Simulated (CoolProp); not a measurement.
Model: reference Helmholtz-energy equation of state, Lemmon 2006, in CoolProp. It is a short technical equation, of lower accuracy than the large ones.

Q: Give the vapour pressure (MPa), liquid density (kg/m³), enthalpy of vaporisation (kJ/kg), liquid cp (kJ/(kg K)) of saturated acetone at 359.6, 419.6, 439.6 K.

A: 
```
T (K)  p (MPa)  liquid density (kg/m³)  enthalpy of vaporisation (kJ/kg)  liquid cp (kJ/(kg K))
-----  -------  ----------------------  --------------------------------  ---------------------
359.6    0.259                     712                               466                   2.33
419.6     1.06                     625                               379                   2.64
439.6     1.56                     590                               341                   2.81
```
